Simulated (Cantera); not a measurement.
Stirred combustor or abatement burner

A perfectly stirred reactor is fed with 3.25 % CH₄, 4.22 % H₂, 7.17 % O₂, 78.9 % N₂, 6.49 % CO₂, at 0.390 bar; it is adiabatic with a 575 K inlet, and is followed from long to short residence time, starting on the burning branch (τ in s: 0.052, 0.019, 0.0066, 0.0023, 0.00083, 0.0003, 0.0001, 3.7e-05, 1.3e-05).

Cantera simulation using GRI-Mech 3.0 (53 species, 325 reactions); the numbers are that mechanism's predictions, not measurements.

```
τ (s)    T (K)     x CH₄    x H₂     x O₂   x H₂O   x H₂O₂     x NO   x C₂H₆
-------  -----  --------  ------  -------  ------  -------  -------  -------
0.052     1376  0.000209  0.0109  0.00120  0.0958  2.74e-8  1.19e-5  4.45e-7
0.019      575    0.0325  0.0422   0.0717  <1e-12   <1e-12   <1e-12   <1e-12
0.0066     575    0.0325  0.0422   0.0717  <1e-12   <1e-12   <1e-12   <1e-12
0.0023     575    0.0325  0.0422   0.0717  <1e-12   <1e-12   <1e-12   <1e-12
0.00083    575    0.0325  0.0422   0.0717  <1e-12   <1e-12   <1e-12   <1e-12
0.00030    575    0.0325  0.0422   0.0717  <1e-12   <1e-12   <1e-12   <1e-12
0.00010    575    0.0325  0.0422   0.0717  <1e-12   <1e-12   <1e-12   <1e-12
3.7e-5     575    0.0325  0.0422   0.0717  <1e-12   <1e-12   <1e-12   <1e-12
1.3e-5     575    0.0325  0.0422   0.0717  <1e-12   <1e-12   <1e-12   <1e-12
```
x: mole fraction; the columns are a selection and need not sum to one.
